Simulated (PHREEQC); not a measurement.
Synthetic water in mg/L, 21 °C, pH 6.04, pe -1.3: Na 56.5; K 0.837; Ca 59.1; Mg 0.121; Cl 80.8; S(6) as SO4 41.9; Alkalinity as HCO3 144; Sr 0.187; Si as SiO2 2.9.

Cl is adjusted to close the charge balance.
Valence states are taken as typed.

Model: ion-association model, phreeqc.dat, run in PHREEQC.

This is a speciation only: nothing precipitates in the calculation.

Predict the specific conductance.

specific conductance 525 µS/cm.

In which forms is Mg present?

Mg+2 94 %, MgSO4 3.9 %, MgHCO3+ 1.8 % of the Mg.
